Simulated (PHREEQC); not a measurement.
## Spent oxide etchant: speciation

Make-up at 56 °C: 0.0036 mol/kgw NH4HF2, 0.014 mol/kgw H2SiF6, 0.0003 mol/kgw HBF4 and 0.14 mol/kgw H2SO4. Closed to the air; pH follows from the charge balance.

The numbers come from PHREEQC with the ion-association model, phreeqc.dat.

```json
{
 "pH": "0.87",
 "ionic_strength": "0.200 mol/kgw",
 "activity_of_water": "0.994",
 "density": "0.995 g/cm³",
 "total_alkalinity": "-369 meq/kg"
}
```

```tsv
species	molality	activity	log γ
H+	0.173	0.136	-0.103
HSO4-	0.128	0.0936	-0.135
HF	0.0203	0.0212	0.020
SO4-2	0.0122	0.00334	-0.563
SiF6-2	0.0118	0.00330	-0.555
NH4+	0.00347	0.00231	-0.176
H4SiO4	0.00216	0.00226	0.020
BF4-	0.000247	0.000181	-0.135
NH4SO4-	0.000135	9.93e-5	-0.135
F-	8.30e-5	5.75e-5	-0.159
H3BO3	4.32e-5	4.53e-5	0.020
BF3OH-	7.99e-6	5.86e-6	-0.135
HF2-	7.29e-6	5.35e-6	-0.135
BF2(OH)2-	1.55e-6	1.13e-6	-0.135
BF(OH)3-	1.90e-9	1.39e-9	-0.135
```

Precipitation was switched off in this run. Saturation is exceeded, for instance for Quartz (slow to form), Chalcedony (slow to form); the values hold only as long as no solid forms. Species that the database lacks are ignored. Constants without temperature data keep their 25 °C values here. SiF6-2 is the database's only silicon fluoride. Real BF4- forms and hydrolyses slowly; the run takes it at equilibrium.
